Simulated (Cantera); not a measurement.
An adiabatic, constant-pressure homogeneous reactor starts with CH3OH : O2 : N2 = 0.72 : 1.15 : 4.34 (molar parts), equivalence ratio 0.94, at 1273 K and 6.00 bar.

Cantera simulation using GRI-Mech 3.0 (53 species, 325 reactions); the numbers are that mechanism's predictions, not measurements. GRI-Mech 3.0 was tuned for natural gas; its chemistry of methanol as a main component is partial and can be far from experiment.

One state of this run: T (K) = 2712; x CH3OH = <1e-12; x O2 = 0.0194; x NO = 0.00839; x H2 = 0.00895; x H2O2 = 7.23e-7; x HO2 = 8.76e-6; x CH3 = <1e-12. x: mole fraction; the columns are a selection and need not sum to one.

Which value of t (s) does it belong to?
A) 0.00283
B) 0.000106
C) 0.000317
D) 4.00e-6

A, 0.00283
